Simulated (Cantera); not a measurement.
A diamond (100) surface in a fixed gas of H2 with x(CH4) = 0.0022, x(H) = 0.00033, x(CH3) = 4.2e-05, 26.3 Torr; coverages are run to steady state.

Detailed kinetics in Cantera: the Harris–Goodwin 1993 mechanism for the reconstructed diamond (100) surface.

One state of this run: growth (µm/h) = 0.432; θ c6HH = 0.599; θ c6H* = 0.0128; θ c6*H = 0.304; θ c6** = 0.00516; θ c6HM = 0.0607. θ: site fractions in the mechanism's names (c6HH fully hydrogenated, c6H* and c6*H radical sites, c6** diradical, c6HM methylated).

Which value of T (K) does it belong to?
A. 1050
B. 1350
C. 1400
D. 950

D, 950
